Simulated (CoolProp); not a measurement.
A Linde-Hampson liquefier for normal hydrogen: isothermal reversible compression at 230 K from 1 atm to 15 MPa, throttling to 1 atm, return gas leaving the recuperator 5 K below the feed. Each further row changes one setting.

Values from CoolProp's reference Helmholtz-energy equation of state, Leachman 2009.

```csv
case,compression work (kJ/kg of gas)
as stated,4840
high pressure 30 MPa,5600
warm-end temperature 260 K,5460
warm-end gap 10 K,4840
```
